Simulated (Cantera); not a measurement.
Feed: 1 mol C2H4, 69 mol H2, 0.24 mol N2, at 10.0 mbar.

These are equilibrium values from Cantera (NASA tables, ideal gas, pure condensed phases), not measurements of a reactor. Candidate condensed phases: C, C6H6, C7H8, C8H18; 92 gas species. Kinetics and transport are ignored.

Task: At 1525 K, list the 4 most abundant gas species with their mole fractions, and the condensed phases.

Result: H2 0.996, N2 0.00333, H 0.000236, HCN 7.24e-5. Condensed: C(graphite).
